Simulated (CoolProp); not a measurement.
n-pentane along the isobar 0.857 MPa: Z from the reference equation and from simpler models built on Tc = 469.7 K, pc = 3.368 MPa, ω = 0.251; each cubic takes its own stable root.

Model: reference Helmholtz-energy equation of state, Thol 2019, in CoolProp.

```json
[
 {"T (K)": "242.2", "phase": "liquid", "reference": "0.04548"},
 {"T (K)": "256.4", "phase": "liquid", "reference": "0.04381"},
 {"T (K)": "270.6", "phase": "liquid", "reference": "0.04236"},
 {"T (K)": "284.8", "phase": "liquid", "reference": "0.04110"},
 {"T (K)": "299", "phase": "liquid", "reference": "0.04003"},
 {"T (K)": "313.2", "phase": "liquid", "reference": "0.03912"},
 {"T (K)": "327.4", "phase": "liquid", "reference": "0.03837"},
 {"T (K)": "341.6", "phase": "liquid", "reference": "0.03777"},
 {"T (K)": "355.8", "phase": "liquid", "reference": "0.03734"},
 {"T (K)": "370", "phase": "liquid", "reference": "0.03708"},
 {"T (K)": "384.2", "phase": "liquid", "reference": "0.03703"},
 {"T (K)": "398.4", "phase": "gas", "reference": "0.8205"},
 {"T (K)": "412.6", "phase": "gas", "reference": "0.8453"},
 {"T (K)": "426.8", "phase": "gas", "reference": "0.8652"},
 {"T (K)": "441", "phase": "gas", "reference": "0.8815"},
 {"T (K)": "455.2", "phase": "gas", "reference": "0.8952"}
]
```

### Question
How far does each simpler model (van der Waals, Soave-Redlich-Kwong, Peng-Robinson) lie from the reference over these 16 states: mean and median of the absolute difference, and the worst?

### Answer
- van der Waals: mean 441.7 %, median 65.7 %, worst +2224.9 % at 384.2 K and 0.857 MPa
- Soave-Redlich-Kwong: mean 7.3 %, median 9.6 %, worst +13.0 % at 384.2 K and 0.857 MPa
- Peng-Robinson: mean 1.8 %, median 2.2 %, worst -3.0 % at 299 K and 0.857 MPa

At some of these states van der Waals gives the other phase, because its saturation line lies elsewhere.
